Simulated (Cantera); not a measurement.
Input (Python, Cantera):

```python
import numpy as np
import cantera as ct

gas = ct.Solution("gri30.yaml")
gas.TPX = 373, 13332, {'CH4': 1, 'O2': 2.6, 'N2': 9.77}
flame = ct.FreeFlame(gas, width=0.16)
flame.set_refine_criteria(ratio=3, slope=0.08, curve=0.16)
flame.transport_model = "mixture-averaged"
flame.solve(loglevel=0, auto=True)
z, T = flame.grid, flame.T
thick = (T[-1] - T[0]) / np.gradient(T, z).max()
show = ['CH4', 'O2', 'HCN', 'N2O', 'NO', 'NO2']
print(f"laminar burning velocity  {flame.velocity[0] * 100:.3f} cm/s")
print(f"burnt temperature         {T[-1]:.1f} K")
print(f"thermal thickness         {thick * 1e3:.4f} mm")
print(f"grid points               {len(z)}")
z0 = z[flame.heat_release_rate.argmax()]
print(f"{'z/mm':>9s}{'T/K':>9s}{'u/(m/s)':>9s}" + "".join(f"{s:>11s}" for s in show))
rows = []
for k in (-3, -2, -1.5, -1, -0.5, -0.25, 0, 0.25, 0.5, 1, 2, 4, 8):
    zz = z0 + k * thick
    rows.append([k * thick, np.interp(zz, z, T), np.interp(zz, z, flame.velocity),
                 *(np.interp(zz, z, flame.X[gas.species_index(s)]) for s in show)])
    print(f"{rows[-1][0] * 1e3:9.3f}{rows[-1][1]:9.1f}{rows[-1][2]:9.3f}" + "".join(f"{x:11.3e}" for x in rows[-1][3:]))
```

It prints:

```
laminar burning velocity  67.966 cm/s
burnt temperature         1997.5 K
thermal thickness         2.5370 mm
grid points               153
     z/mm      T/K  u/(m/s)        CH4         O2        HCN        N2O         NO        NO2
   -7.611    373.0    0.680  7.477e-02  1.944e-01  1.887e-13  2.839e-15  3.563e-12  8.682e-13
   -5.074    373.3    0.681  7.469e-02  1.942e-01  5.202e-12  8.555e-14  6.596e-11  2.163e-11
   -3.806    375.6    0.686  7.446e-02  1.939e-01  6.795e-11  1.131e-12  5.815e-10  2.270e-10
   -2.537    408.0    0.748  7.255e-02  1.916e-01  2.214e-09  3.773e-11  1.151e-08  3.346e-09
   -1.269    736.1    1.365  5.488e-02  1.680e-01  6.243e-08  1.166e-09  2.292e-07  1.168e-09
   -0.634   1106.0    2.070  3.179e-02  1.342e-01  1.908e-07  3.829e-09  6.048e-07  9.441e-10
    0.000   1460.7    2.751  8.580e-03  9.300e-02  3.995e-07  9.601e-09  1.299e-06  8.087e-10
    0.634   1602.1    3.020  8.435e-04  6.863e-02  3.353e-07  1.766e-08  2.129e-06  1.936e-10
    1.269   1636.1    3.076  4.781e-05  5.980e-02  1.389e-07  2.333e-08  2.722e-06  1.211e-10
    2.537   1669.1    3.123  1.820e-07  5.466e-02  1.750e-08  2.635e-08  3.532e-06  1.405e-10
    5.074   1712.1    3.189  2.675e-11  5.198e-02  4.008e-10  2.725e-08  4.824e-06  1.907e-10
   10.148   1768.1    3.281  1.526e-17  5.038e-02  4.927e-13  2.994e-08  6.919e-06  3.008e-10
   20.296   1833.3    3.388  2.807e-19  4.882e-02  2.653e-14  3.516e-08  1.019e-05  5.420e-10
```

Model: GRI-Mech 3.0 (53 species, 325 reactions), integrated in Cantera. Burning velocities carry a grid error of a few per cent, more on coarse grids.
